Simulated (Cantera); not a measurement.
An adiabatic, constant-pressure homogeneous reactor starts with H₂ : O₂ : N₂ = 1 : 0.769 : 2.89 (molar parts), equivalence ratio 0.65, at 1325 K and 1.70 bar.

Cantera simulation using the H2/O2 subset of GRI-Mech 3.0, which has no nitrogen chemistry; the numbers are that mechanism's predictions, not measurements.

### Question
Predict: time of steepest temperature rise; temperature at 10.0 s; equilibrium temperature; x(H₂) at 10.0 s; x(O₂) at 10.0 s; x(HO₂) at 10.0 s; x(H₂O) at 10.0 s; x(H₂O₂) at 10.0 s.

### Answer
| Quantity | Result |
|---|---|
| time of steepest temperature rise | 15.3 µs |
| temperature at 10.0 s | 2640 K |
| equilibrium temperature | 2640 K |
| x(H₂) at 10.0 s | 0.00772 (gas-phase equilibrium 0.00772) |
| x(O₂) at 10.0 s | 0.0605 (gas-phase equilibrium 0.0605) |
| x(HO₂) at 10.0 s | 1.34e-5 (gas-phase equilibrium 1.34e-5) |
| x(H₂O) at 10.0 s | 0.217 (gas-phase equilibrium 0.217) |
| x(H₂O₂) at 10.0 s | 6.54e-7 (gas-phase equilibrium 6.54e-7) |
